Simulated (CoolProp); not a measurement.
Values from CoolProp's reference Helmholtz-energy equation of state, Schmidt 1985.

**Question.** For oxygen, give the phase and the isothermal compressibility (1/MPa), expansivity (1/kK) at 171.9 K and 4.21 MPa; 171.9 K and 6.31 MPa; 171.9 K and 18.9 MPa.

**Answer.** 
- 171.9 K and 4.21 MPa: gas; isothermal compressibility 0.324, expansivity 13.1
- 171.9 K and 6.31 MPa: supercritical; isothermal compressibility 0.295, expansivity 26.2
- 171.9 K and 18.9 MPa: supercritical; isothermal compressibility 0.0154, expansivity 9.03
